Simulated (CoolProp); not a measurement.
Oxygen at 475.01 K and 0.474 MPa is throttled through a valve to 0.329 MPa with no heat exchange. Each further row changes one setting.

Model: reference Helmholtz-energy equation of state, Schmidt 1985, in CoolProp.

```
case                        temperature change (K)  final density (kg/m³)
--------------------------  ----------------------  ---------------------
as stated                                        …                   2.67
outlet pressure 0.0987 MPa                    -0.3                      …
outlet pressure 0.428 MPa                        …                      …
```

### Question
Complete the blanks.

### Answer

- as stated, temperature change (K): -0.1
- outlet pressure 0.0987 MPa, final density (kg/m³): 0.800
- outlet pressure 0.428 MPa, temperature change (K): -0.0
- outlet pressure 0.428 MPa, final density (kg/m³): 3.47

Above 300 K oxygen's equation is extrapolated.
